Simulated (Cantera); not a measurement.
Input: 1 mol Pb, 3.3 mol CO, 0.16 mol N2, equilibrated at 1323 K and 0.250 bar.

Equilibrium computed with Cantera from the NASA thermochemical tables; the gas is ideal and each condensed phase is pure. The numbers say what is thermodynamically allowed, not how fast it happens.

| species | before | after |
|---|---|---|
| CO | 0.939 | 0.947 |
| N2 | 0.0456 | 0.0462 |
| CO2 | 0.000872 | 0.00359 |
| Pb | 0.0141 | 0.00347 |
| C(graphite), mol | 0.00306 | 0.0124 |
| Pb(l), mol | 0.951 | 0.988 |
Gas species are given as mole fractions.

**Question.** Name the change that produced these shifts.
(A) temperature from 1323 K to 1025 K
(B) pressure from 0.250 bar to 8.80 bar
(C) pressure from 0.250 bar to 1 atm
(D) pressure from 0.250 bar to 5.40 bar

**Answer.** C, pressure from 0.250 bar to 1 atm
